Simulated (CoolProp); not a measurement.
Aqueous potassium formate as a coolant, at -13 °C, 1 atm.

Computed with CoolProp (Melinder's fits for secondary coolants).

| mass % | freezing point (°C) | conductivity (W/(m K)) | Prandtl number | viscosity (mPa s) | density (kg/m³) |
|---|---|---|---|---|---|
| 23.8 | -14.8 | [?] | 23.3 | 3.63 | 1157 |
| 26.7 | -17.6 | 0.506 | [?] | 3.82 | 1177 |
| 29.5 | -20.6 | 0.501 | 24.8 | 4.00 | 1197 |
| 32.3 | [?] | [?] | 25.6 | 4.20 | 1218 |
| 35.1 | [?] | 0.490 | [?] | 4.41 | [?] |

### Question
What belongs in the gaps?

### Answer

- 23.8, conductivity (W/(m K)): 0.511
- 26.7, Prandtl number: 24.0
- 32.3, freezing point (°C): -23.9
- 32.3, conductivity (W/(m K)): 0.496
- 35.1, freezing point (°C): -27.6
- 35.1, Prandtl number: 26.5
- 35.1, density (kg/m³): 1238
